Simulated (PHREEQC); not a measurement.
**Metal-bearing waste water: speciation**

Make-up at 25 °C: 1.9 mmol/kgw Pb(NO3)2, 1.3 mmol/kgw ZnCl2 and 0.074 mmol/kgw NaCl. Closed to the air; pH follows from the charge balance.

All values are PHREEQC results (ion-association model, phreeqc.dat), not measurements.

Precipitation was switched off in this run.

What pH, specific conductance does the model give?

pH 5.30; specific conductance 769 µS/cm.

In which forms is Pb present?

Pb+2 90 %, PbCl+ 6.1 %, PbNO3+ 3.3 % of the Pb.
